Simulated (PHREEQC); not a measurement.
Consider water at 20 °C with 0.0051 mol/kgw H3PO4 and 0.01 mol/kgw HF. Closed to the air; pH follows from the charge balance.

Computed with PHREEQC (ion-association model, phreeqc.dat).

Each row changes one thing in this solution. Precipitation was switched off in this run.

```json
[
 {"case": "as made", "pH": "2.35", "ionic strength (mol/kgw)": "0.00477", "HF (mol/kgw)": "0.00842", "F- (mol/kgw)": "0.00148", "HF2- (mol/kgw)": "4.60e-5"},
 {"case": "H3PO4 from 0.0051 to 0.00561 mol/kgw", "pH": "2.33", "ionic strength (mol/kgw)": "…", "HF (mol/kgw)": "0.00848", "F- (mol/kgw)": "0.00143", "HF2- (mol/kgw)": "4.47e-5"},
 {"case": "temperature from 20 to 75 °C", "pH": "2.47", "ionic strength (mol/kgw)": "0.00363", "HF (mol/kgw)": "0.00921", "F- (mol/kgw)": "0.000730", "HF2- (mol/kgw)": "2.92e-5"},
 {"case": "H3PO4 replaced by K3PO4 at the same molality", "pH": "5.72", "ionic strength (mol/kgw)": "…", "HF (mol/kgw)": "2.28e-5", "F- (mol/kgw)": "0.00998", "HF2- (mol/kgw)": "…"},
 {"case": "H3PO4 left out", "pH": "2.63", "ionic strength (mol/kgw)": "0.00249", "HF (mol/kgw)": "0.00744", "F- (mol/kgw)": "0.00242", "HF2- (mol/kgw)": "6.64e-5"},
 {"case": "0.00078 mol/kgw KCl added", "pH": "2.35", "ionic strength (mol/kgw)": "0.00556", "HF (mol/kgw)": "0.00842", "F- (mol/kgw)": "…", "HF2- (mol/kgw)": "4.62e-5"},
 {"case": "HF replaced by NH4F at the same molality", "pH": "3.24", "ionic strength (mol/kgw)": "0.0106", "HF (mol/kgw)": "0.00405", "F- (mol/kgw)": "0.00578", "HF2- (mol/kgw)": "8.61e-5"}
]
```

Task: Complete the blanks.

Result: 
- H3PO4 from 0.0051 to 0.00561 mol/kgw, ionic strength (mol/kgw): 0.00499
- H3PO4 replaced by K3PO4 at the same molality, ionic strength (mol/kgw): 0.0155
- H3PO4 replaced by K3PO4 at the same molality, HF2- (mol/kgw): 8.37e-7
- 0.00078 mol/kgw KCl added, F- (mol/kgw): 0.00149

At this temperature some constants are extrapolated from 25 °C, and those without enthalpy data are left unchanged.
